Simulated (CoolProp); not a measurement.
Vapour-liquid equilibrium of diethyl ether (1) + benzene (2) at 46.55 °C; x and y are mole fractions of (1).

Values from CoolProp's multi-fluid Helmholtz-energy mixture model, Thol 2014 and Thol 2012; pair parameters Bell 2016.

| x | bubble pressure (bar) | y at the bubble point | dew pressure at overall composition x (bar) | liquid density (mol/L) |
|---|---|---|---|---|
| 0.05 | 0.3764 | ___ | 0.3302 | 10.80 |
| 0.2 | 0.5534 | 0.535 | 0.3774 | 10.55 |
| 0.35 | 0.7305 | 0.710 | 0.4402 | 10.30 |
| 0.5 | 0.9094 | ___ | 0.5278 | 10.05 |
| 0.65 | ___ | ___ | 0.6583 | 9.801 |
| 0.8 | 1.276 | 0.947 | 0.8728 | 9.548 |
| 0.95 | 1.465 | 0.988 | ___ | 9.290 |

**Question.** Fill in the missing entries.

**Answer.** 
- 0.05, y at the bubble point: 0.197
- 0.5, y at the bubble point: 0.819
- 0.65, bubble pressure (bar): 1.091
- 0.65, y at the bubble point: 0.893
- 0.95, dew pressure at overall composition x (bar): 1.288

No azeotrope shows between x = 0.05 and 0.95.

The pair parameters rest on a limited set of measurements; away from them the model extrapolates.
